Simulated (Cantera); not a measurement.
What does this Cantera script print?

```python
import numpy as np
import cantera as ct

gas_names = """
    H HO2 H2 H2O H2O2 Nb NbO NbO2 O OH O2 O3
""".split()
cond_names = """
    H2O(s) H2O(L) Nb(cr) Nb(L) NbO(s) NbO(L) NbO2(I) NbO2(II) NbO2(III) NbO2(L) Nb2O5(s) Nb2O5(L)
""".split()


# ... load() reads the species with a 1 bar reference pressure and builds the phases ...
atoms = {
    'Nb2O5': {'Nb': 2, 'O': 5},
    'H2': {'H': 2},
}
top_T = {}  # K; cautious upper limits of use, not melting points


# ... equilibrate(T, P, feed) seeds the gas with the atoms and calls Mixture.equilibrate('TP', solver="vcs", rtol=1e-11, max_steps=5000) ...
results = []
feed = {'Nb2O5': 1, 'H2': 6.2}  # mol
P = 16000  # Pa
for T in [825, 900, 975, 1050, 1125, 1200, 1275, 1350, 1425, 1500, 1575, 1650, 1725]:
    mix = equilibrate(T, P, feed)
    results.append((T, P, feed, dict(zip(mix.species_names, mix.species_moles))))

top = {s: max(r[3][s] / sum(r[3][g] for g in gas_names) for r in results) for s in gas_names}
cols = sorted((s for s in top if top[s] > 1e-05), key=lambda s: -top[s])[:6]
seen = [c for c in cond_names if any(r[3].get(c, 0) > 1e-12 for r in results)]
print("log10 of partial pressures in bar; condensed amounts in mol")
print(f"{'T/K':>10s}" + "".join(f"{s[:9]:>10s}" for s in cols + seen))
for T, P, feed, n in results:
    ng = sum(n[g] for g in gas_names)
    print(f"{T:10.4g}" + "".join(f"{np.log10(max(n[s] / ng * P / 1e5, 1e-99)):10.3f}" for s in cols)
          + "".join(f"{n.get(c, 0):10.4g}" for c in seen))
```

Output:

```
log10 of partial pressures in bar; condensed amounts in mol
       T/K        H2       H2O         H   NbO2(I)  NbO2(II) NbO2(III)  Nb2O5(s)
       825    -0.796    -3.760   -11.499   0.01346         0         0    0.9933
       900    -0.797    -3.430   -10.331   0.02882         0         0    0.9856
       975    -0.798    -3.149    -9.341   0.05504         0         0    0.9725
      1050    -0.799    -2.906    -8.491   0.09626         0         0    0.9519
      1125    -0.802    -2.683    -7.753         0    0.1609         0    0.9195
      1200    -0.805    -2.474    -7.107         0         0    0.2603    0.8698
      1275    -0.810    -2.289    -6.537         0         0    0.3981     0.801
      1350    -0.817    -2.128    -6.031         0         0    0.5778    0.7111
      1425    -0.825    -1.985    -5.579         0         0    0.8017    0.5991
      1500    -0.835    -1.860    -5.172         0         0      1.07    0.4651
      1575    -0.847    -1.750    -4.805         0         0     1.379    0.3103
      1650    -0.861    -1.652    -4.472         0         0     1.726     0.137
      1725    -0.872    -1.588    -4.167         0         0         2         0
```

These are equilibrium values from Cantera (NASA tables, ideal gas, pure condensed phases), not measurements of a reactor. Mutual solubility and eutectic melting of coexisting phases are not modelled. Condensed phases not in the tables: the oxides between NbO2 and Nb2O5.
